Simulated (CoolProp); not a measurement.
Model: reference Helmholtz-energy equation of state, de Reuck 1990, in CoolProp.

Question: For fluorine, give the phase and the Z, cv (kJ/(kg K)), isothermal compressibility (1/MPa), expansivity (1/kK) at 157.5 K and 3.27 MPa; 157.5 K and 9.82 MPa; 157.5 K and 12 MPa.

Answer: 
- 157.5 K and 3.27 MPa: gas; Z 0.821, cv 0.623, isothermal compressibility 0.382, expansivity 11.7
- 157.5 K and 9.82 MPa: supercritical; Z 0.382, cv 0.733, isothermal compressibility 0.0960, expansivity 34.4
- 157.5 K and 12 MPa: supercritical; Z 0.407, cv 0.705, isothermal compressibility 0.0424, expansivity 20.0
